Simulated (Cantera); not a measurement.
An isothermal, constant-pressure homogeneous reactor starts with C2H6 : H2 = 1 : 1.7 (molar parts), at 1625 K and 100.0 Torr. Integrator tolerance rtol = 1e-08.

Computed with Cantera and GRI-Mech 3.0 (53 species, 325 reactions). GRI-Mech 3.0 stops at C3 and has no aromatics, soot or wall deposition, so with more carbon than oxygen in the feed, carbon stays in small species such as C2H2 where larger ones or solid carbon would form.

```csv
quantity,before,after
x(C2H6) at 3.00 s,1.12e-6 (gas-phase equilibrium 7.18e-7),2.22e-5 (gas-phase equilibrium 1.17e-5)
x(H2) at 3.00 s,0.776 (gas-phase equilibrium 0.779),0.700 (gas-phase equilibrium 0.745)
x(C2H) at 3.00 s,1.73e-7 (gas-phase equilibrium 1.76e-7),5.48e-9 (gas-phase equilibrium 7.52e-9)
x(CH4) at 3.00 s,0.0149 (gas-phase equilibrium 0.0102),0.120 (gas-phase equilibrium 0.0565)
x(H) at 3.00 s,0.000169 (gas-phase equilibrium 0.000172),1.65e-5 (gas-phase equilibrium 2.19e-5)
x(CH3) at 3.00 s,6.57e-5 (gas-phase equilibrium 4.58e-5),5.69e-5 (gas-phase equilibrium 3.35e-5)
x(C2H4) at 3.00 s,0.00191 (gas-phase equilibrium 0.00192),0.00797 (gas-phase equilibrium 0.00909)
```

Question: Name the change that produced these shifts.
A. temperature 1625 to 1900 K
B. C2H6 1 to 0.2 parts
C. temperature 1625 to 1448 K
D. pressure from 100.0 Torr to 20.0 Torr

Answer: C, temperature 1625 to 1448 K
